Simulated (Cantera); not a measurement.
## Equilibrium for carbon deposition, reforming and gasification: CO + O2 + H2

Charge: 1 mol CO, 0.53 mol O2, 37 mol H2, held at 3.10 mbar.

These are equilibrium values from Cantera (NASA tables, ideal gas, pure condensed phases), not measurements of a reactor. Candidate condensed phases: C, C6H6, C7H8, C8H18, H2O; 110 gas species. Rates play no part.

```json
[
 {"T (K)": "623", "x H2": "0.917", "x H": "<1e-12", "x H2O": "0.0553", "x CH4": "0.0265", "x CO": "0.000516"},
 {"T (K)": "773", "x H2": "0.948", "x H": "1.59e-11", "x H2O": "0.0256", "x CH4": "0.000728", "x CO": "0.0225"},
 {"T (K)": "923", "x H2": "0.947", "x H": "4.28e-9", "x H2O": "0.0265", "x CH4": "2.76e-6", "x CO": "0.0249"},
 {"T (K)": "1073", "x H2": "0.947", "x H": "2.45e-7", "x H2O": "0.0271", "x CH4": "4.59e-8", "x CO": "0.0255"},
 {"T (K)": "1223", "x H2": "0.946", "x H": "5.25e-6", "x H2O": "0.0274", "x CH4": "2.05e-9", "x CO": "0.0258"},
 {"T (K)": "1373", "x H2": "0.946", "x H": "5.82e-5", "x H2O": "0.0275", "x CH4": "1.81e-10", "x CO": "0.0259"},
 {"T (K)": "1523", "x H2": "0.946", "x H": "0.000404", "x H2O": "0.0276", "x CH4": "2.57e-11", "x CO": "0.0260"},
 {"T (K)": "1673", "x H2": "0.944", "x H": "0.00199", "x H2O": "0.0276", "x CH4": "5.21e-12", "x CO": "0.0261"},
 {"T (K)": "1823", "x H2": "0.939", "x H": "0.00754", "x H2O": "0.0276", "x CH4": "1.36e-12", "x CO": "0.0260"},
 {"T (K)": "1973", "x H2": "0.923", "x H": "0.0233", "x H2O": "0.0273", "x CH4": "<1e-12", "x CO": "0.0258"},
 {"T (K)": "2123", "x H2": "0.887", "x H": "0.0607", "x H2O": "0.0267", "x CH4": "<1e-12", "x CO": "0.0254"},
 {"T (K)": "2273", "x H2": "0.814", "x H": "0.136", "x H2O": "0.0251", "x CH4": "<1e-12", "x CO": "0.0244"},
 {"T (K)": "2423", "x H2": "0.689", "x H": "0.264", "x H2O": "0.0220", "x CH4": "<1e-12", "x CO": "0.0227"},
 {"T (K)": "2573", "x H2": "0.515", "x H": "0.443", "x H2O": "0.0165", "x CH4": "<1e-12", "x CO": "0.0203"}
]
```
x: gas mole fraction; nothing condenses.

From 623 K to 2573 K nothing is condensed. The main C-bearing gas is CH4 at 623 K and CO at 2573 K.
